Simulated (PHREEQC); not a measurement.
PHREEQC input (ion-association model, wateq4f.dat):

```
SOLUTION_MASTER_SPECIES
  An  An-  0  An  62.0  # stands for a non-complexing anion
SOLUTION_SPECIES
  An- = An-
    -log_k 0
    -gamma 3.0 0
PHASES
  Fix_H+
    H+ = H+
    -log_k 0
SOLUTION 1
  temp 25
  units mmol/kgw
  pH 7 charge
  Se(6) 0.0011
  Na 1.0022
  An 1
END
SELECTED_OUTPUT 1
  -reset false
  -pH true
  -pe true
  -ionic_strength true
  -water true
  -totals Na Se Se(-2) Se(4) Se(6)
  -molalities Hfo_wOH Hfo_wOH2+ Hfo_wO- Hfo_sOH Hfo_sOH2+ Hfo_sO- Hfo_wSeO4- Hfo_wOHSeO4-2
USER_PUNCH 1
  -headings sigma psi
  10 PUNCH EDL("sigma", "Hfo"), EDL("psi", "Hfo")
PRINT
  -reset false
USE solution 1
SURFACE 1
  Hfo_wOH 0.0002 600 0.089
  Hfo_sOH 5e-06
EQUILIBRIUM_PHASES 1
  Fix_H+ -4 HAn 10
    -force_equality true
  O2(g) -0.68 10
END
# ... the last block is repeated for the other 12 points of pH, with NaOH or the acid as the point needs
```

Selected output (columns that matter, 13 of 13 rows; pH added in front):

```
pH	mu	Na	Se	m_Hfo_wOH	m_Hfo_wOH2+	m_Hfo_wO-	m_Hfo_sOH	m_Hfo_sOH2+	m_Hfo_sO-	m_Hfo_wSeO4-	m_Hfo_wOHSeO4-2	sigma	psi
4	0.0011381	0.0010022	1.0993e-10	0.00012402	6.9829e-05	5.0463e-06	3.1178e-06	1.7554e-06	1.2686e-07	2.17e-07	8.8289e-07	0.11642	0.20938
4.5	0.0010563	0.0010022	4.6658e-10	0.00013841	5.2065e-05	8.4289e-06	3.4793e-06	1.3088e-06	2.1189e-07	1.5509e-07	9.4444e-07	0.077139	0.19016
5	0.0010263	0.0010022	2.5136e-09	0.00014612	4.0789e-05	1.1992e-05	3.6732e-06	1.0254e-06	3.0145e-07	1.1921e-07	9.7828e-07	0.049594	0.16825
5.5	0.001014	0.0010022	1.6146e-08	0.00014987	3.3833e-05	1.5209e-05	3.7673e-06	8.5044e-07	3.823e-07	9.7227e-08	9.8663e-07	0.030758	0.14413
6	0.0010084	0.0010022	1.1027e-07	0.00015162	2.9598e-05	1.7793e-05	3.8093e-06	7.4363e-07	4.4704e-07	7.7718e-08	9.1201e-07	0.018431	0.11828
6.5	0.001006	0.0010022	5.2147e-07	0.00015269	2.6801e-05	1.9929e-05	3.8284e-06	6.7197e-07	4.9966e-07	4.1173e-08	5.3736e-07	0.010713	0.091435
7	0.0010049	0.0010022	9.746e-07	0.00015333	2.4981e-05	2.1561e-05	3.8357e-06	6.2491e-07	5.3936e-07	8.3261e-09	1.1707e-07	0.0058956	0.063772
7.5	0.0010041	0.0010022	1.0849e-06	0.0001535	2.4003e-05	2.2487e-05	3.8377e-06	6.0012e-07	5.6221e-07	9.6667e-10	1.4161e-08	0.0027549	0.035247
8	0.0010042	0.001003	1.0984e-06	0.00015352	2.3363e-05	2.3111e-05	3.8381e-06	5.8409e-07	5.7778e-07	1.0059e-10	1.5141e-09	0.00046191	0.0063676
8.5	0.0010071	0.0010064	1.0998e-06	0.00015352	2.2785e-05	2.3696e-05	3.838e-06	5.6962e-07	5.924e-07	1.0325e-11	1.5936e-10	-0.0016882	-0.022567
9	0.0010149	0.001015	1.1e-06	0.00015348	2.2076e-05	2.4445e-05	3.837e-06	5.519e-07	6.1112e-07	1.0647e-12	1.6957e-11	-0.0043875	-0.05134
9.5	0.0010385	0.0010397	1.1e-06	0.00015335	2.1026e-05	2.5622e-05	3.8338e-06	5.2565e-07	6.4056e-07	1.1142e-13	1.8616e-12	-0.0085132	-0.079687
10	0.0011115	0.0011147	1.1e-06	0.00015295	1.9339e-05	2.7711e-05	3.8237e-06	4.8348e-07	6.9278e-07	1.1993e-14	2.1728e-13	-0.015506	-0.10718
```
